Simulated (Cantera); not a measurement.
## Stirred combustor or abatement burner

A perfectly stirred reactor is fed with 9.73 % CH₄, 2.73 % C₂H₆, 0.419 % C₃H₈, 18.3 % O₂, 68.8 % N₂, at 500000 Pa; it is adiabatic with a 550 K inlet, and is followed from long to short residence time, starting on the burning branch (τ in s: 0.021, 0.0088, 0.0036, 0.0015, 0.00063, 0.00026, 0.00011, 4.5e-05, 1.9e-05, 7.9e-06, 3.3e-06).

Detailed kinetics in Cantera: GRI-Mech 3.0 (53 species, 325 reactions).

```json
[
 {"τ (s)": "0.021", "T (K)": "1990", "x CH₄": "0.00447", "x C₂H₆": "4.51e-6", "x C₃H₈": "1.30e-7", "x C₂H₄": "4.36e-5", "x HO₂": "1.34e-7", "x C₂H": "1.83e-7"},
 {"τ (s)": "0.0088", "T (K)": "1995", "x CH₄": "0.00587", "x C₂H₆": "1.00e-5", "x C₃H₈": "2.95e-7", "x C₂H₄": "8.48e-5", "x HO₂": "2.95e-7", "x C₂H": "3.20e-7"},
 {"τ (s)": "0.0036", "T (K)": "1994", "x CH₄": "0.00740", "x C₂H₆": "2.24e-5", "x C₃H₈": "6.95e-7", "x C₂H₄": "0.000167", "x HO₂": "6.78e-7", "x C₂H": "5.05e-7"},
 {"τ (s)": "0.0015", "T (K)": "1982", "x CH₄": "0.00904", "x C₂H₆": "5.08e-5", "x C₃H₈": "1.67e-6", "x C₂H₄": "0.000329", "x HO₂": "1.60e-6", "x C₂H": "6.97e-7"},
 {"τ (s)": "0.00063", "T (K)": "1949", "x CH₄": "0.0112", "x C₂H₆": "0.000126", "x C₃H₈": "4.41e-6", "x C₂H₄": "0.000686", "x HO₂": "4.17e-6", "x C₂H": "8.03e-7"},
 {"τ (s)": "0.00026", "T (K)": "1837", "x CH₄": "0.0169", "x C₂H₆": "0.000512", "x C₃H₈": "1.96e-5", "x C₂H₄": "0.00206", "x HO₂": "1.69e-5", "x C₂H": "4.79e-7"},
 {"τ (s)": "0.00011", "T (K)": "550", "x CH₄": "0.0973", "x C₂H₆": "0.0273", "x C₃H₈": "0.00419", "x C₂H₄": "<1e-12", "x HO₂": "<1e-12", "x C₂H": "<1e-12"},
 {"τ (s)": "4.5e-5", "T (K)": "550", "x CH₄": "0.0973", "x C₂H₆": "0.0273", "x C₃H₈": "0.00419", "x C₂H₄": "<1e-12", "x HO₂": "<1e-12", "x C₂H": "<1e-12"},
 {"τ (s)": "1.9e-5", "T (K)": "550", "x CH₄": "0.0973", "x C₂H₆": "0.0273", "x C₃H₈": "0.00419", "x C₂H₄": "<1e-12", "x HO₂": "<1e-12", "x C₂H": "<1e-12"},
 {"τ (s)": "7.9e-6", "T (K)": "550", "x CH₄": "0.0973", "x C₂H₆": "0.0273", "x C₃H₈": "0.00419", "x C₂H₄": "<1e-12", "x HO₂": "<1e-12", "x C₂H": "<1e-12"},
 {"τ (s)": "3.3e-6", "T (K)": "550", "x CH₄": "0.0973", "x C₂H₆": "0.0273", "x C₃H₈": "0.00419", "x C₂H₄": "<1e-12", "x HO₂": "<1e-12", "x C₂H": "<1e-12"}
]
```
x: mole fraction; the columns are a selection and need not sum to one.
